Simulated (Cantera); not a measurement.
An isothermal, constant-pressure homogeneous reactor starts with 3.73 % H2, 6.02 % O2, 90.3 % N2, at 1325 K and 32000 Pa.

Model: the H2/O2 subset of GRI-Mech 3.0, which has no nitrogen chemistry, integrated in Cantera. The temperature is held fixed by assumption; the heat of reaction is taken as removed at once.

x: mole fraction; the columns are a selection and need not sum to one.

```csv
t (s),x H2,x O2,x H2O2,x O,x HO2,x H
6.00e-6,0.0373,0.0602,1.47e-12,3.38e-10,[?],2.38e-9
1.73e-5,0.0373,0.0602,1.19e-11,2.28e-9,[?],8.44e-9
5.00e-5,0.0373,0.0602,9.37e-11,2.68e-8,[?],7.78e-8
0.000144,0.0373,0.0601,2.30e-9,6.91e-6,[?],1.95e-5
0.000416,0.00295,0.0418,4.33e-7,0.00754,5.00e-6,0.0116
0.00120,0.00133,0.0417,4.47e-7,0.00294,4.75e-6,0.00299
0.00346,0.000237,0.0421,2.45e-7,0.000484,[?],0.000199
0.01000,2.56e-5,0.0422,6.51e-8,5.21e-5,[?],7.00e-6
0.0288,3.68e-6,0.0423,1.54e-8,7.86e-6,[?],4.09e-7
0.0832,7.85e-7,0.0423,4.20e-9,1.75e-6,[?],4.30e-8
0.240,2.19e-7,0.0423,1.32e-9,5.01e-7,[?],6.57e-9
0.693,7.82e-8,0.0423,5.04e-10,1.80e-7,7.11e-9,1.43e-9
2.00,4.64e-8,0.0423,3.07e-10,1.06e-7,6.60e-9,6.60e-10
```

Complete the blanks.


- 6.00e-6, x HO2: 2.53e-9
- 1.73e-5, x HO2: 7.37e-9
- 5.00e-5, x HO2: 2.29e-8
- 0.000144, x HO2: 6.21e-7
- 0.00346, x HO2: 3.04e-6
- 0.01000, x HO2: 7.86e-7
- 0.0288, x HO2: 1.50e-7
- 0.0832, x HO2: 3.60e-8
- 0.240, x HO2: 1.21e-8
